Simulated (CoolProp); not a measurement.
A single-stage vapour-compression cycle with the fluid: evaporating at 205.15 K (dew point), condensing at 236.15 K (bubble point), superheat 2 K, subcooling 5 K, compressor efficiency 0.8, no pressure losses. The same conditions are run with several fluids, on thermodynamics alone (safety and materials aside).

Computed with CoolProp (reference Helmholtz-energy equation of state of each fluid (ethylene: Smukala 2000; hydrogen sulfide: Lemmon 2006; R125: Lemmon 2005; R22: Kamei 1995; CH3F (R41): Lemmon 2006; R13: Platzer 1990)). The equations of Platzer and Polt are older, rougher fits.

| fluid | cooling COP | pressure ratio | discharge temperature (K) | refrigerating effect (kJ/kg) | volumetric capacity (kJ/m³) |
|---|---|---|---|---|---|
| ethylene | 4.46 | 2.84 | 274.9 | 356 | … |
| hydrogen sulfide | 4.64 | 4.30 | 318.6 | 505 | 686 |
| R125 | 4.83 | 4.98 | 255.1 | 147 | 356 |
| R22 | 4.78 | 5.20 | 288.1 | … | 263 |
| CH3F (R41) | 4.62 | 3.69 | 295.8 | 420 | 1530 |
| R13 | 4.69 | 3.39 | 259.5 | 119 | … |

**Question.** Some entries are withheld; supply them.

**Answer.** 
- ethylene, volumetric capacity (kJ/m³): 3620
- R22, refrigerating effect (kJ/kg): 223
- R13, volumetric capacity (kJ/m³): 1520
